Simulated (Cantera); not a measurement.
Feed: 1 mol MgO, 2.7 mol HI, 0.057 mol H2, 2.2 mol H2O, held at 1302 °C and 0.320 bar.

Equilibrium computed with Cantera from the NASA thermochemical tables; the gas is ideal and each condensed phase is pure. Candidate condensed phases: H2O, I2, Mg, MgI2, MgO, Mg(OH)2; 20 gas species. Rates play no part.

Base state: H2O 0.381, I 0.287, H2 0.163, HI 0.158, I2 0.00965, MgI2 0.00103, H 2.97e-5 (mole fractions); condensed: MgO(s).

**Question.** What changes in the equilibrium state with this change: temperature from 1302 °C to 600 °C?

**Answer.** 
```csv
species,before,after
H2O,0.381,0.442
HI,0.158,0.414
H2,0.163,0.0761
I,0.287,0.00636
I2,0.00965,0.0615
MgI2,0.00103,1.36e-6
H,2.97e-5,<1e-9
"MgO(s), mol",0.994,1.000
```
